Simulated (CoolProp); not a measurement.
Model: reference Helmholtz-energy equation of state, Lemmon 2005, in CoolProp. It is a short technical equation, of lower accuracy than the large ones.

**Question.** Give the vapour pressure (MPa), vapour density (kg/m³), enthalpy of vaporisation (kJ/kg), liquid cp (kJ/(kg K)) of saturated trans-2-butene at 279.2, 287.6 K.

**Answer.** 
| T (K) | p (MPa) | vapour density (kg/m³) | enthalpy of vaporisation (kJ/kg) | liquid cp (kJ/(kg K)) |
|---|---|---|---|---|
| 279.2 | 0.123 | 3.12 | 400 | 2.24 |
| 287.6 | 0.165 | 4.13 | 392 | 2.28 |
